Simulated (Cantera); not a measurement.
Standard-state values (1 bar) from the NASA 1993 polynomials, evaluated with Cantera. Values are per mole of reaction as written; species without (g) are pure solids or liquids, kept so even where they would boil at 1 bar.

Between 300 and 1050 K, where is each reaction favourable under standard conditions?
- 3 N2O(g) + Cr2O3 ⇌ 2 CrO3(g) + 3 N2(g)


- 3 N2O(g) + Cr2O3 ⇌ 2 CrO3(g) + 3 N2(g): ΔG° is 194 kJ at 300 K and -64 kJ at 1050 K; it changes sign between 300 and 925 K. ΔH° is 280 kJ and ΔS° 328 J/K at 1050 K.
